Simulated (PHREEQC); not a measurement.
Dissolve 3.5 mmol/kgw Rb2SO4, 5.4 mmol/kgw Na2HPO4 and 0.045 mmol/kgw Pb(BF4)2 at 5 °C. Closed to the air; pH follows from the charge balance.

Computed with PHREEQC (ion-association model, wateq4f.dat).

Precipitation was switched off in this run.

Question: Predict the pH, ionic strength.

Answer: pH 8.28; ionic strength 0.0261 mol/kgw.

Question: In which forms is P present?

Answer: HPO4-2 93 %, H2PO4- 5.7 %, NaHPO4- 1.1 % of the P.

Examples of supersaturated solids here: Pb(OH)2, Larnakite. Others may be too. H3PO4, which wateq4f.dat lacks, is added to it with the constant of phreeqc.dat. Constants without temperature data keep their 25 °C values here. Real BF4- forms and hydrolyses slowly; the run takes it at equilibrium. The database has no phosphate complexes of Pb.
